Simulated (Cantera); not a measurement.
Cantera run:

```python
import numpy as np
import cantera as ct

gas_names = """
    CL CL2 H HCL H2 Si SiCL SiCL2 SiCL3 SiCL4 SiH SiHCL3 SiH2 SiH2CL2 SiH3 SiH3CL SiH4 Si2 Si3
""".split()
cond_names = """
    Si(cr) Si(L)
""".split()


# ... load() reads the species with a 1 bar reference pressure and builds the phases ...
atoms = {
    'SiCl4': {'Si': 1, 'CL': 4},
    'HCl': {'H': 1, 'CL': 1},
    'H2': {'H': 2},
}
top_T = {}  # K; cautious upper limits of use, not melting points


# ... equilibrate(T, P, feed) seeds the gas with the atoms and calls Mixture.equilibrate('TP', solver="vcs", rtol=1e-11, max_steps=5000) ...
results = []
feed = {'SiCl4': 1, 'HCl': 2, 'H2': 330}  # mol
P = 100000  # Pa
for T in [923, 1023, 1123, 1223, 1323, 1423, 1523, 1623, 1723]:
    mix = equilibrate(T, P, feed)
    results.append((T, P, feed, dict(zip(mix.species_names, mix.species_moles))))

top = {s: max(r[3][s] / sum(r[3][g] for g in gas_names) for r in results) for s in gas_names}
cols = sorted((s for s in top if top[s] > 0.001), key=lambda s: -top[s])[:8]
seen = [c for c in cond_names if any(r[3].get(c, 0) > 1e-12 for r in results)]
print("log10 of partial pressures in bar; condensed amounts in mol")
print(f"{'T/K':>10s}" + "".join(f"{s[:9]:>10s}" for s in cols + seen))
for T, P, feed, n in results:
    ng = sum(n[g] for g in gas_names)
    print(f"{T:10.4g}" + "".join(f"{np.log10(max(n[s] / ng * P / 1e5, 1e-99)):10.3f}" for s in cols)
          + "".join(f"{n.get(c, 0):10.4g}" for c in seen))
```

Result:

```
log10 of partial pressures in bar; condensed amounts in mol
       T/K        H2       HCL     SiCL4    SiHCL3    Si(cr)     Si(L)
       923    -0.004    -2.149    -2.706    -3.009         0         0
      1023    -0.005    -2.105    -2.871    -2.844         0         0
      1123    -0.005    -2.043    -3.102    -2.830   0.03088         0
      1223    -0.006    -1.884    -3.528    -3.161    0.4103         0
      1323    -0.007    -1.817    -4.160    -3.645    0.6153         0
      1423    -0.007    -1.799    -4.856    -4.175    0.6767         0
      1523    -0.007    -1.795    -5.509    -4.672    0.6849         0
      1623    -0.007    -1.795    -6.095    -5.117     0.677         0
      1723    -0.008    -1.794    -6.634    -5.534         0    0.6803
```

Equilibrium computed with Cantera from the NASA thermochemical tables; the gas is ideal and each condensed phase is pure. The tables' values for SiCl3 are old estimates; treat these amounts as uncertain. Gases not in the tables: Si2H6 and higher silanes.
